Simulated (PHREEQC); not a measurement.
Dissolve 0.0085 mol/kgw CsF, 3.1e-05 mol/kgw H3PO4 and 5e-05 mol/kgw Pb(BF4)2 at 3.8 °C. Closed to the air; pH follows from the charge balance.

Model: ion-association model, wateq4f.dat, run in PHREEQC.

Each row changes one thing in this solution. This is a speciation only: nothing precipitates in the calculation.

```tsv
case	pH	F- (mol/kgw)	HF (mol/kgw)	H3BO3 (mol/kgw)	HF2- (mol/kgw)	BF2(OH)2- (mol/kgw)	SI of PbF2 (PbF2)	SI of Pb(OH)2 (Pb(OH)2)
as made	4.48	0.00858	0.000266	8.72e-5	7.01e-6	6.66e-6	-1.33	-4.48
CsF from 0.0085 to 0.00085 mol/kgw	3.81	0.00108	0.000168	9.91e-5	5.55e-7	5.96e-7	-2.94	-5.69
H3PO4 from 3.1e-05 to 0.00031 mol/kgw	…	0.00831	…	7.08e-5	1.19e-5	9.19e-6	-1.36	-5.00
9.6e-05 mol/kgw H3AsO4 added	4.38	0.00849	…	8.19e-5	8.79e-6	7.84e-6	-1.34	-4.70
H3PO4 replaced by Na2HPO4 at the same molality	4.57	0.00864	…	9.03e-5	5.80e-6	5.70e-6	-1.32	-4.31
temperature from 3.8 to 50 °C	4.80	0.00856	0.000296	9.37e-5	1.10e-5	5.24e-6	-1.27	-2.29
temperature from 3.8 to 20 °C	4.58	0.00857	0.000280	9.03e-5	8.83e-6	6.47e-6	-1.30	-3.68
0.00011 mol/kgw H4SiO4 added	4.72	0.00850	0.000153	9.41e-5	3.99e-6	4.08e-6	-1.34	-4.01
```

Question: Some entries are withheld; supply them.

Answer: 
- H3PO4 from 3.1e-05 to 0.00031 mol/kgw, pH: 4.22
- H3PO4 from 3.1e-05 to 0.00031 mol/kgw, HF (mol/kgw): 0.000468
- 9.6e-05 mol/kgw H3AsO4 added, HF (mol/kgw): 0.000337
- H3PO4 replaced by Na2HPO4 at the same molality, HF (mol/kgw): 0.000219

Complexes and solids missing from the database can't appear. Some of these states are supersaturated (in Quartz (slow to form), for instance). H3PO4, which wateq4f.dat lacks, is added to it with the constant of phreeqc.dat. At this temperature some constants are extrapolated from 25 °C, and those without enthalpy data are left unchanged. Real BF4- forms and hydrolyses slowly; the run takes it at equilibrium. The database has no phosphate complexes of Pb. The database has no arsenate complexes of Pb.
